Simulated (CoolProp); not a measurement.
Vapour-liquid equilibrium of hydrogen sulfide (1) + benzene (2) at 297.5 K; x and y are mole fractions of (1).

Computed with CoolProp (multi-fluid Helmholtz-energy mixture model, Lemmon 2006 and Thol 2012; pair parameters Bell 2016).

```tsv
x	bubble pressure, mixture model (kPa)	bubble pressure, Raoult's law (kPa)	y, mixture model	y, Raoult's law
0.05	102.7	111.0	0.882	0.895
0.15	277.6	308.3	0.959	0.966
0.25	450.4	505.6	0.976	0.982
0.35	626.3	702.9	0.984	0.989
0.45	808.6	900.2	0.989	0.992
0.55	999.6	1098	0.992	0.995
0.65	1200	1295	0.994	0.997
0.75	1411	1492	0.996	0.998
0.85	1632	1689	0.998	0.999
0.95	1864	1887	0.999	1.000
```

The largest gap from Raoult's law is -10.9 % in bubble pressure, at x = 0.25. No azeotrope shows between x = 0.05 and 0.95.

The pair parameters rest on a limited set of measurements; away from them the model extrapolates.
